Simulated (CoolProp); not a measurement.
Saturation properties of ammonia (Tc = 405.6 K, pc = 11.36 MPa, ω = 0.256).

Computed with CoolProp (reference Helmholtz-energy equation of state, Gao 2020).

```
T (K)  p (MPa)  liquid cp (kJ/(kg K))  vapour Z  vapour viscosity (µPa s)  liquid conductivity (mW/(m K))
-----  -------  ---------------------  --------  ------------------------  ------------------------------
323          …                  5.066    0.8173                      10.7                             417
327.7    2.284                  5.142         …                         …                               …
332.5    2.573                  5.230    0.7869                      11.0                             391
337.3    2.889                  5.329    0.7703                      11.2                             379
342.1    3.233                  5.444    0.7528                      11.4                             366
346.9    3.607                  5.577    0.7343                      11.6                             353
351.7    4.012                  5.734    0.7148                      11.9                             341
356.5    4.451                  5.921    0.6942                      12.1                             328
361.2    4.914                  6.143    0.6728                      12.4                             316
366      5.423                  6.423    0.6495                      12.7                             304
370.8    5.972                      …    0.6247                      13.1                             291
```

What belongs in the gaps?


- 323, p (MPa): 2.025
- 327.7, vapour Z: 0.8027
- 327.7, vapour viscosity (µPa s): 10.8
- 327.7, liquid conductivity (mW/(m K)): 404
- 370.8, liquid cp (kJ/(kg K)): 6.780

It boils at 239.8 K under 1 atm.

Viscosity comes from a separate model (Fenghour 1995). Thermal conductivity comes from a separate model (Tufeu 1984).
